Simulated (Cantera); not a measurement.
An isothermal, constant-pressure homogeneous reactor starts with CH3OH : O2 : N2 = 0.0029 : 0.0099 : 1 (molar parts), equivalence ratio 0.44, at 1548 K and 0.920 bar.

Detailed kinetics in Cantera: GRI-Mech 3.0 (53 species, 325 reactions). GRI-Mech 3.0 was tuned for natural gas; its chemistry of methanol as a main component is partial and can be far from experiment.

x: mole fraction; the columns are a selection and need not sum to one.

| t (s) | x CH3OH | x O2 | x HCN | x NO | x C2H6 |
|---|---|---|---|---|---|
| 0.000300 | 0.00118 | 0.00919 | 1.59e-9 | ? | 2.42e-8 |
| 0.000917 | <1e-12 | 0.00610 | 6.96e-11 | ? | <1e-12 |
| 0.00280 | <1e-12 | 0.00559 | <1e-12 | ? | <1e-12 |
| 0.00857 | <1e-12 | 0.00547 | <1e-12 | 3.33e-6 | <1e-12 |
| 0.0262 | <1e-12 | 0.00546 | <1e-12 | 3.49e-6 | <1e-12 |
| 0.0801 | <1e-12 | 0.00546 | <1e-12 | 3.54e-6 | <1e-12 |
| 0.245 | <1e-12 | 0.00547 | <1e-12 | 3.55e-6 | <1e-12 |
| 0.749 | <1e-12 | 0.00547 | <1e-12 | 3.57e-6 | <1e-12 |
| 2.29 | <1e-12 | 0.00547 | <1e-12 | 3.60e-6 | <1e-12 |
| 7.00 | <1e-12 | 0.00547 | <1e-12 | 3.71e-6 | <1e-12 |
| 21.4 | <1e-12 | 0.00547 | <1e-12 | ? | <1e-12 |
| 65.4 | <1e-12 | 0.00547 | <1e-12 | ? | <1e-12 |
| 200 | <1e-12 | 0.00547 | <1e-12 | ? | <1e-12 |

What belongs in the gaps?


- 0.000300, x NO: 1.44e-9
- 0.000917, x NO: 8.48e-7
- 0.00280, x NO: 2.68e-6
- 21.4, x NO: 4.03e-6
- 65.4, x NO: 5.03e-6
- 200, x NO: 8.05e-6
